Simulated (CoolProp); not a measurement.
Vapour-liquid equilibrium of R134a (1) + n-butane (2) at 1.54 bar; x and y are mole fractions of (1).

Model: multi-fluid Helmholtz-energy mixture model, Tillner-Roth 1994 and Bücker 2006; pair parameters Bell 2016, in CoolProp.

| x | bubble temperature (K) | y at the bubble point | dew temperature at overall composition x (K) | liquid density (mol/L) |
|---|---|---|---|---|
| 0.05 | 269.6 | 0.428 | 282.8 | 10.45 |
| 0.125 | 259.8 | 0.632 | 280.5 | 10.73 |
| 0.2 | 256.0 | 0.698 | 278.1 | 10.92 |
| 0.275 | 254.5 | 0.724 | 275.5 | 11.07 |
| 0.35 | 254.0 | 0.734 | 272.7 | 11.22 |
| 0.425 | 253.8 | 0.737 | 269.7 | 11.37 |
| 0.5 | 253.8 | 0.738 | 266.4 | 11.54 |
| 0.575 | 253.8 | 0.738 | 262.8 | 11.73 |
| 0.65 | 253.7 | 0.742 | 258.8 | 11.94 |
| 0.725 | 253.7 | 0.751 | 254.5 | 12.18 |
| 0.8 | 253.7 | 0.772 | 253.9 | 12.45 |
| 0.875 | 254.0 | 0.813 | 254.8 | 12.73 |
| 0.95 | 255.1 | 0.898 | 255.9 | 13.02 |

y crosses x between x = 0.725 and 0.8: the model has an azeotrope there.

The pair parameters rest on a limited set of measurements; away from them the model extrapolates. With so large a gap from Raoult's law the liquid may split in two, which this calculation doesn't test in full.
